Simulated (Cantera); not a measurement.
What does this Cantera script print?

```python
import numpy as np
import cantera as ct

gas_names = """
    H HO2 H2 H2O H2O2 O OH O2 O3 Ta TaO TaO2
""".split()
cond_names = """
    H2O(s) H2O(L) Ta(cr) Ta(L) Ta2O5(s) Ta2O5(L)
""".split()


# ... load() reads the species with a 1 bar reference pressure and builds the phases ...
atoms = {
    'Ta': {'Ta': 1},
    'O2': {'O': 2},
    'H2': {'H': 2},
}
top_T = {}  # K; cautious upper limits of use, not melting points


# ... equilibrate(T, P, feed) seeds the gas with the atoms and calls Mixture.equilibrate('TP', solver="vcs", rtol=1e-11, max_steps=5000) ...
results = []
feed = {'Ta': 1, 'O2': 0.35, 'H2': 7.8}  # mol
T = 2248  # K
P = 10000  # Pa
mix = equilibrate(T, P, feed)
results.append((T, P, feed, dict(zip(mix.species_names, mix.species_moles))))
print(gas.report(threshold=0.001))
for i in range(1, mix.n_phases):
    print(f"{mix.phase(i).name:16s} {mix.phase_moles(i):12.5e} mol")
```

Result:

```
       temperature   2248 K
          pressure   10000 Pa
           density   0.0011519 kg/m^3
  mean mol. weight   2.1531 kg/kmol
   phase of matter   gas

                          1 kg             1 kmol
                     ---------------   ---------------
          enthalpy        3.0258e+07        6.5147e+07  J
   internal energy        2.1577e+07        4.6456e+07  J
           entropy             98649         2.124e+05  J/K
    Gibbs function       -1.9151e+08       -4.1233e+08  J
 heat capacity c_p             16141             34752  J/K
 heat capacity c_v             12279             26438  J/K

                      mass frac. Y      mole frac. X     chem. pot. / RT
                     ---------------   ---------------   ---------------
                 H          0.010726          0.022911           -11.095
                H2            0.9106           0.97252            -22.19
               H2O          0.034299         0.0040993           -48.734
     [   +9 minor]          0.044373        0.00046819

Ta(cr)            7.32022e-01 mol
Ta2O5(L)          1.32199e-01 mol
```

Cantera equilibrium calculation (NASA polynomials, part measured and part estimated; ideal gas, pure solids and liquids). Mutual solubility and eutectic melting of coexisting phases are not modelled. Condensed phases not in the tables: N, O or C dissolved in the metal.
